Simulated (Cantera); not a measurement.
An isothermal, constant-pressure homogeneous reactor starts with NO : N₂ = 1 : 27 (molar parts), at 2075 K and 100.0 Torr.

Cantera simulation using GRI-Mech 3.0 (53 species, 325 reactions); the numbers are that mechanism's predictions, not measurements.

x: mole fraction; the columns are a selection and need not sum to one.

| t (s) | x NO | x O | x O₂ | x NO₂ | x N₂O |
|---|---|---|---|---|---|
| 9.00e-6 | 0.0357 | 3.01e-9 | <1e-12 | <1e-12 | ? |
| 3.69e-5 | 0.0357 | 1.24e-8 | 2.34e-12 | 1.04e-11 | ? |
| 0.000151 | 0.0357 | 5.22e-8 | 3.98e-11 | 1.57e-10 | ? |
| 0.000618 | 0.0357 | 2.35e-7 | 7.13e-10 | 1.83e-9 | ? |
| 0.00253 | 0.0357 | 1.21e-6 | 1.44e-8 | 1.42e-8 | ? |
| 0.0104 | 0.0357 | 6.20e-6 | 3.13e-7 | 8.08e-8 | 6.27e-7 |
| 0.0424 | 0.0357 | 2.65e-5 | 6.11e-6 | 3.47e-7 | 6.28e-7 |
| 0.174 | 0.0354 | 7.90e-5 | 9.87e-5 | 1.00e-6 | 6.18e-7 |
| 0.711 | 0.0340 | 0.000124 | 0.000807 | 1.52e-6 | 5.69e-7 |
| 2.91 | 0.0262 | 0.000231 | 0.00461 | 2.25e-6 | ? |
| 11.9 | 0.00616 | 0.000389 | 0.0146 | 9.05e-7 | ? |
| 48.8 | 0.00291 | 0.000409 | 0.0162 | 4.50e-7 | 6.62e-8 |
| 200 | 0.00291 | 0.000409 | 0.0162 | 4.50e-7 | 6.62e-8 |

### Question
What belongs in the gaps?

### Answer

- 9.00e-6, x N₂O: 3.00e-9
- 3.69e-5, x N₂O: 1.22e-8
- 0.000151, x N₂O: 4.84e-8
- 0.000618, x N₂O: 1.76e-7
- 0.00253, x N₂O: 4.65e-7
- 2.91, x N₂O: 3.54e-7
- 11.9, x N₂O: 7.63e-8
